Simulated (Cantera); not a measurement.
**Dilute partial oxidation**

An isothermal, constant-pressure homogeneous reactor starts with 2.53 % CH2O, 0.233 % O2, 97.2 % N2, at 1575 K and 120000 Pa.

Model: GRI-Mech 3.0 (53 species, 325 reactions), integrated in Cantera.

| t (s) | x CH2O | x O2 | x NO2 | x CH3 | x CO2 | x CO |
|---|---|---|---|---|---|---|
| 4.00e-6 | 0.0253 | 0.00233 | <1e-12 | <1e-12 | 6.32e-12 | 8.25e-6 |
| 1.65e-5 | 0.0251 | 0.00232 | <1e-12 | 7.59e-11 | 2.40e-9 | 0.000138 |
| 6.84e-5 | 0.0184 | 0.00204 | <1e-12 | 3.68e-8 | 6.04e-6 | 0.00664 |
| 0.000283 | 2.55e-6 | 0.00120 | <1e-12 | 8.28e-8 | 0.000145 | 0.0245 |
| 0.00117 | 4.05e-10 | 9.72e-8 | <1e-12 | 5.90e-10 | 0.000946 | 0.0237 |
| 0.00484 | 3.29e-10 | 1.51e-8 | <1e-12 | 7.13e-12 | 0.00125 | 0.0235 |
| 0.0200 | 2.83e-10 | 1.29e-9 | <1e-12 | 4.20e-12 | 0.00126 | 0.0235 |
| 0.0827 | 2.66e-10 | 8.30e-11 | <1e-12 | 1.77e-12 | 0.00125 | 0.0235 |
| 0.342 | 2.62e-10 | 5.24e-12 | <1e-12 | <1e-12 | 0.00125 | 0.0235 |
| 1.41 | 2.60e-10 | <1e-12 | <1e-12 | <1e-12 | 0.00125 | 0.0235 |
| 5.85 | 2.60e-10 | <1e-12 | <1e-12 | <1e-12 | 0.00125 | 0.0235 |
| 24.2 | 2.60e-10 | <1e-12 | <1e-12 | <1e-12 | 0.00125 | 0.0235 |
| 100 | 2.60e-10 | <1e-12 | <1e-12 | <1e-12 | 0.00125 | 0.0235 |
x: mole fraction; the columns are a selection and need not sum to one.

Equilibrium at this temperature and pressure: CH2O 2.60e-10, O2 <1e-12, NO2 <1e-12, CH3 <1e-12, CO2 0.00125, CO 0.0235 (gas phase only).
